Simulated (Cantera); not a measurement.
**Adiabatic ignition**

An adiabatic, constant-volume homogeneous reactor starts with H₂ : O₂ : N₂ = 1 : 0.25 : 0.94 (molar parts), at 1798 K and 0.260 bar.

Cantera simulation using GRI-Mech 3.0 (53 species, 325 reactions); the numbers are that mechanism's predictions, not measurements.

```
t (s)     T (K)  P (bar)   x H₂     x O₂      x O     x NO₂      x NO    x HO₂     x H₂O
--------  -----  -------  -----  -------  -------  --------  --------  -------  --------
4.00e-6    1798    0.260  0.457    0.114  1.36e-6    <1e-12    <1e-12  6.38e-6   1.19e-5
1.05e-5    1798    0.260  0.456    0.114  3.56e-5    <1e-12  6.39e-12  1.39e-5  0.000474
2.76e-5    1948    0.281  0.189   0.0114   0.0118  2.70e-12   4.31e-7  1.63e-6     0.178
7.26e-5    2100    0.301  0.184  0.00512   0.0116  5.22e-11   7.48e-6  8.02e-7     0.190
0.000191   2368    0.333  0.199  0.00392  0.00962  3.71e-10   3.42e-5  7.07e-7     0.195
0.000502   2719    0.373  0.217  0.00242  0.00630   6.28e-9  0.000242  9.15e-7     0.206
0.00132    2863    0.389  0.224  0.00180  0.00479   4.81e-8   0.00132  1.05e-6     0.211
0.00346    2862    0.389  0.226  0.00173  0.00463   9.34e-8   0.00258  1.02e-6     0.211
0.00910    2862    0.389  0.226  0.00172  0.00461   9.98e-8   0.00276  1.02e-6     0.211
0.0239     2862    0.389  0.226  0.00172  0.00461   9.98e-8   0.00276  1.02e-6     0.211
0.0629     2862    0.389  0.226  0.00172  0.00461   9.98e-8   0.00276  1.02e-6     0.211
0.165      2862    0.389  0.226  0.00172  0.00461   9.98e-8   0.00276  1.02e-6     0.211
0.434      2862    0.389  0.226  0.00172  0.00461   9.98e-8   0.00276  1.02e-6     0.211
1.14       2862    0.389  0.226  0.00172  0.00461   9.98e-8   0.00276  1.02e-6     0.211
3.00       2862    0.389  0.226  0.00172  0.00461   9.98e-8   0.00276  1.02e-6     0.211
```
x: mole fraction; the columns are a selection and need not sum to one.

- time of steepest temperature rise: 23.2 µs
- temperature at 3.00 s: 2862 K
- equilibrium temperature: 2862 K
- x(H₂) at 3.00 s: 0.226 (gas-phase equilibrium 0.226)
- x(O₂) at 3.00 s: 0.00172 (gas-phase equilibrium 0.00172)
- x(O) at 3.00 s: 0.00461 (gas-phase equilibrium 0.00461)
